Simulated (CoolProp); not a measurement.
Vapour-liquid equilibrium of cyclohexane (1) + n-dodecane (2) at 0.178 MPa; x and y are mole fractions of (1).

Computed with CoolProp (multi-fluid Helmholtz-energy mixture model, Zhou 2014 and Lemmon 2004; pair parameters Bell 2016).

```json
[
 {"x": "0.05", "bubble temperature, mixture model (°C)": "___", "bubble temperature, Raoult's law (°C)": "215.0", "y, mixture model": "0.320", "y, Raoult's law": "0.476"},
 {"x": "0.2", "bubble temperature, mixture model (°C)": "___", "bubble temperature, Raoult's law (°C)": "168.0", "y, mixture model": "0.802", "y, Raoult's law": "0.877"},
 {"x": "0.35", "bubble temperature, mixture model (°C)": "152.4", "bubble temperature, Raoult's law (°C)": "143.6", "y, mixture model": "0.934", "y, Raoult's law": "0.955"},
 {"x": "0.5", "bubble temperature, mixture model (°C)": "133.3", "bubble temperature, Raoult's law (°C)": "128.3", "y, mixture model": "0.974", "y, Raoult's law": "0.981"},
 {"x": "0.65", "bubble temperature, mixture model (°C)": "___", "bubble temperature, Raoult's law (°C)": "117.5", "y, mixture model": "___", "y, Raoult's law": "0.991"},
 {"x": "0.8", "bubble temperature, mixture model (°C)": "110.2", "bubble temperature, Raoult's law (°C)": "109.2", "y, mixture model": "0.996", "y, Raoult's law": "0.997"},
 {"x": "0.95", "bubble temperature, mixture model (°C)": "102.8", "bubble temperature, Raoult's law (°C)": "102.6", "y, mixture model": "0.999", "y, Raoult's law": "0.999"}
]
```

Question: Some entries are withheld; supply them.

Answer: 
- 0.05, bubble temperature, mixture model (°C): 224.6
- 0.2, bubble temperature, mixture model (°C): 181.3
- 0.65, bubble temperature, mixture model (°C): 120.0
- 0.65, y, mixture model: 0.990

The largest gap from Raoult's law is +13.3 K in bubble temperature, at x = 0.2. No azeotrope shows between x = 0.05 and 0.95.

The pair parameters rest on a limited set of measurements; away from them the model extrapolates.
